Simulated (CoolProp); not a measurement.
Values from CoolProp's reference Helmholtz-energy equation of state, Thol 2017.

**Question.** For octamethyltrisiloxane (MDM), give the phase and the cv (kJ/(kg K)), isothermal compressibility (1/MPa), expansivity (1/kK) at 123.15 °C and 0.225 MPa; 123.15 °C and 3.37 MPa.

**Answer.** 
- 123.15 °C and 0.225 MPa: liquid; cv 1.71, isothermal compressibility 0.00467, expansivity 1.63
- 123.15 °C and 3.37 MPa: liquid; cv 1.71, isothermal compressibility 0.00399, expansivity 1.48
